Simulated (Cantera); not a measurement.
Input: 1 mol PbO, 2.4 mol CH₄, 10 mol H₂, held at 2375 K and 13.3 mbar.

These are equilibrium values from Cantera (NASA tables, ideal gas, pure condensed phases), not measurements of a reactor. Candidate condensed phases: C, C₆H₆, C₇H₈, C₈H₁₈, H₂O, Pb, PbO, PbO₂, Pb₃O₄; 113 gas species. Equilibrium is a limit: real reactors are often held back by kinetics, nucleation or transport.

Q: What is the equilibrium state?

A: 
| Item | Result |
|---|---|
| x(H₂) | 0.775 |
| x(H) | 0.108 |
| x(CO) | 0.0563 |
| x(Pb) | 0.0563 |
| x(C₂H₂ (acetylene)) | 0.00481 |
| x(C₂H) | 3.62e-5 |
| x(C₄H₂) | 1.23e-5 |
| x(C₃) | 4.80e-6 |
| x(CH₃) | 3.82e-6 |
| n(C(graphite)) | 1.23 mol |
| gas amount | 17.75 mol |
| log10 activity of Pb(l) (absent) | -3.81 |
